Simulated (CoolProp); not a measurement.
The numbers come from the reference Helmholtz-energy equation of state, Colonna 2008 in CoolProp. It is a short technical equation, of lower accuracy than the large ones.

**Question.** Give the vapour pressure (bar), liquid density (kg/m³), vapour density (kg/m³), enthalpy of vaporisation (kJ/kg) of saturated dodecamethylcyclohexasiloxane (D6) at 565.8 K.

**Answer.** 
```tsv
T (K)	p (bar)	liquid density (kg/m³)	vapour density (kg/m³)	enthalpy of vaporisation (kJ/kg)
565.8	2.64	627	31.3	82.3
```
